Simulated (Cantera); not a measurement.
Standard-state values (1 bar) from the NASA 1993 polynomials, evaluated with Cantera. Values are per mole of reaction as written; species without (g) are pure solids or liquids, kept so even where they would boil at 1 bar.

3 H2(g) + Fe2Cl6(g) = 6 HCl(g) + 2 Fe

```
T (K)    ΔH° (kJ)   ΔS° (J/K)    ΔG° (kJ)     log10 K  condensed phases
-----  ----------  ----------  ----------  ----------  ----------------
300         100.5       246.9        26.4       -4.60             Fe(α)
1073         90.8       221.7      -147.2        7.16             Fe(α)
1223         92.6       223.4      -180.6        7.71             Fe(γ)
1373         91.3       222.4      -214.0        8.14             Fe(γ)
1523         90.8       222.0      -247.3        8.48             Fe(γ)
1673   (withheld)  (withheld)  (withheld)  (withheld)             Fe(δ)
1823        121.8       239.2      -314.3        9.01             Fe(l)
1973        124.8       240.8      -350.3        9.28             Fe(l)
2123        127.8       242.3      -386.6        9.51             Fe(l)
2273   (withheld)  (withheld)  (withheld)  (withheld)             Fe(l)
```

Task: Some entries are withheld; supply them.

Result: 
- 1673, ΔH° (kJ): 92.5
- 1673, ΔS° (J/K): 223.0
- 1673, ΔG° (kJ): -280.6
- 1673, log10 K: 8.76
- 2273, ΔH° (kJ): 131.0
- 2273, ΔS° (J/K): 243.7
- 2273, ΔG° (kJ): -423.0
- 2273, log10 K: 9.72
